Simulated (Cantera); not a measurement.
Gas mixture: 24.7 % O₂, 51.6 % N₂, 23.6 % N₂O, at 6000 Pa, frozen composition.

Cantera's kinetic-theory transport with the Lennard-Jones parameters of GRI-Mech 3.0, ideal gas; thermal conductivity in the multicomponent form. The composition is frozen, though it would react at the higher temperatures.

One state of this run: ρ (kg/m³) = 0.0215; cp (J/kg/K) = 1195; μ (µPa s) = 45.5; λ (mW/m/K) = 75.5; Pr = 0.720; D (cm²/s) CH₄ = 33.5; D (cm²/s) NH₃ = 36.9; D (cm²/s) C₂H₂ = 25.4. D: mixture-averaged diffusion coefficient of that species in the mixture.

**Question.** Which value of T (K) does it belong to?
A) 1100
B) 700
C) 600
D) 400

**Answer.** A, 1100
